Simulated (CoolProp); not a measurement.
Vapour-liquid equilibrium of R22 (1) + c-C4F8 (RC318) (2) at 6.26 bar; x and y are mole fractions of (1).

Model: multi-fluid Helmholtz-energy mixture model, Kamei 1995 and Platzer 1990; pair parameters Bell 2016, in CoolProp. This equation is an older, rougher fit; its heat capacities, sound speeds and derivatives of the liquid may be far off and weren't checked against measurements.

```tsv
x	bubble temperature (°C)	y at the bubble point	dew temperature at overall composition x (°C)	liquid density (mol/L)
0.05	46.5	0.098	47.6	7.211
0.15	39.7	0.324	45.1	7.745
0.25	31.5	0.532	42.2	8.345
0.35	23.8	0.680	38.8	8.975
0.45	18.1	0.771	35.0	9.616
0.55	14.2	0.826	30.7	10.28
0.65	11.8	0.861	25.6	11.00
0.75	10.1	0.889	19.5	11.80
0.85	8.7	0.919	12.5	12.75
0.95	7.6	0.964	7.9	13.88
```

No azeotrope shows between x = 0.05 and 0.95.

Pair parameters are fitted to limited data, so mixtures are less certain than the pure fluids. The gap from Raoult's law changes sign with composition, which may be real or a fault of the pair parameters; it wasn't checked against measurements.
